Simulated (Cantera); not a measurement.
A perfectly stirred reactor is fed with 2.43 % CO, 0.281 % O2, 3.65 % H2O, 93.6 % N2, at 0.237 atm; it is held at 1200 K, and followed from long to short residence time.

Cantera simulation using GRI-Mech 3.0 (53 species, 325 reactions); the numbers are that mechanism's predictions, not measurements.

Question: Predict: x(CO) at τ = 0.790 s; x(O2) at τ = 0.790 s; x(H2O) at τ = 0.790 s; x(CO) at τ = 73.0 ms; x(O2) at τ = 73.0 ms; x(H2O) at τ = 73.0 ms; x(H2O2) at τ = 73.0 ms.

Answer: 
- x(CO) at τ = 0.790 s: 0.00939
- x(O2) at τ = 0.790 s: 1.62e-5
- x(H2O) at τ = 0.790 s: 0.0272
- x(CO) at τ = 73.0 ms: 0.0111
- x(O2) at τ = 73.0 ms: 7.88e-5
- x(H2O) at τ = 73.0 ms: 0.0287
- x(H2O2) at τ = 73.0 ms: 4.52e-9
